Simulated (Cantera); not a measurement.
What does this Cantera script print?

```python
import numpy as np
import cantera as ct

gas = ct.Solution("gri30.yaml")
gas.TPX = 1650, 100000, {'CH4': 1, 'CO2': 0.46}
reactor = ct.IdealGasConstPressureReactor(gas, energy="off", clone=False)
net = ct.ReactorNet([reactor])
net.rtol, net.atol = 1e-08, 1e-18
show = ['CH4', 'CO2', 'C2H', 'O', 'CH2O']
times = np.geomspace(0.0003, 5, 9)

steps = ct.SolutionArray(gas, extra=["t"])
rows = []
print(f"{'t/s':>10s}{'T/K':>9s}{'P/Pa':>11s}" + "".join(f"{s:>11s}" for s in show))
for t in times:
    while net.time < t:
        t_next = net.step()
        steps.append(gas.state, t=t_next)
    rows.append([np.interp(t, steps.t, y) for y in (steps.T, steps.P, *steps(*show).X.T)])
    print(f"{t:10.3e}{rows[-1][0]:9.1f}{rows[-1][1]:11.4g}" + "".join(f"{x:11.3e}" for x in rows[-1][2:]))
rate = np.gradient(steps.T, steps.t)
print("integrator steps:", len(steps.t))
if steps.T.max() > steps.T[0] + 200:
    print(f"time of steepest temperature rise: {steps.t[rate.argmax()]:.4e} s")
gas.TPX = 1650, 100000, {'CH4': 1, 'CO2': 0.46}
gas.equilibrate("TP")
print(f"equilibrium (TP): T = {gas.T:.1f} K  " + "  ".join(f"{s} {gas[s].X[0]:.3e}" for s in show))
```

Output:

```
       t/s      T/K       P/Pa        CH4        CO2        C2H          O       CH2O
 3.000e-04   1650.0      1e+05  6.783e-01  3.145e-01  4.866e-11  6.443e-13  7.323e-06
 1.011e-03   1650.0      1e+05  6.520e-01  3.112e-01  1.165e-09  2.177e-12  1.710e-05
 3.409e-03   1650.0      1e+05  5.551e-01  2.916e-01  1.267e-08  5.417e-12  1.300e-05
 1.149e-02   1650.0      1e+05  3.847e-01  2.393e-01  3.869e-08  8.382e-12  6.230e-06
 3.873e-02   1650.0      1e+05  1.944e-01  1.379e-01  6.945e-08  1.447e-11  2.458e-06
 1.305e-01   1650.0      1e+05  6.744e-02  3.346e-02  9.859e-08  2.183e-11  7.459e-07
 4.401e-01   1650.0      1e+05  3.615e-02  1.735e-02  8.933e-08  1.845e-11  2.832e-07
 1.483e+00   1650.0      1e+05  2.955e-02  8.827e-03  6.279e-08  9.763e-12  1.308e-07
 5.000e+00   1650.0      1e+05  2.484e-02  1.750e-03  4.591e-08  2.088e-12  8.426e-08
integrator steps: 1598
equilibrium (TP): T = 1650.0 K  CH4 2.369e-02  CO2 3.739e-07  C2H 4.220e-08  O 1.142e-15  CH2O 7.836e-08
```

Detailed kinetics in Cantera: GRI-Mech 3.0 (53 species, 325 reactions). GRI-Mech 3.0 stops at C3 and has no aromatics, soot or wall deposition, so with more carbon than oxygen in the feed, carbon stays in small species such as C2H2 where larger ones or solid carbon would form.
